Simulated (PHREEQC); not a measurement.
Consider water at 70 °C with 0.018 mol/kgw KOH, 0.00013 mol/kgw CO2 and 0.0035 mol/kgw K2CO3. Closed to the air; pH follows from the charge balance.

Computed with PHREEQC (ion-association model, phreeqc.dat).

| quantity | before | after |
|---|---|---|
| pH | 10.97 | 11.57 |
| ionic strength (mol/kgw) | 0.0283 | 0.0285 |
| CO3-2 (mol/kgw) | 0.00334 | 0.00354 |
| HCO3- (mol/kgw) | 0.000292 | 9.28e-5 |
| CO2 (mol/kgw) | 5.38e-9 | 4.12e-10 |

### Question
What was changed between the two runs?
A) temperature from 70 to 40 °C
B) diluted 10-fold with water
C) KOH from 0.018 to 0.036 mol/kgw
D) temperature from 70 to 45 °C
E) temperature from 70 to 90 °C

### Answer
D, temperature from 70 to 45 °C

Precipitation was switched off in this run. Away from 25 °C the constants follow the database's enthalpies or fits; those with neither stay at their 25 °C values.
